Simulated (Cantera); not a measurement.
A jet of CH₄ : O₂ : N₂ = 0.019 : 0.13 : 0.79 (molar parts), equivalence ratio 0.29 at 300 K and 42000 Pa hits a platinum plate 4.4 cm away at a mass flux of 0.087 kg/m²/s; the plate temperature is set and raised in steps from an oxygen-covered start.

Cantera simulation using Deutschmann's 1995 Pt surface mechanism with GRI-Mech 3.0 gas chemistry; the numbers are that mechanism's predictions, not measurements. Catalytic surfaces can have several steady states; this one follows from the mechanism file's or the stated starting coverage.

One state of this run: wall x CH₄ = 0.00377; wall x O₂ = 0.104; wall x H₂O = 0.0304; wall x OH = 3.17e-7; wall x CO = 2.78e-6; wall x CO₂ = 0.0201; θ free Pt = 0.301; θ O* = 0.697; θ OH* = 0.00197. x: mole fraction at the wall; θ: surface coverage.

### Question
Which value of plate T (K) does it belong to?
(A) 900
(B) 1050
(C) 950
(D) 1000

### Answer
B, 1050
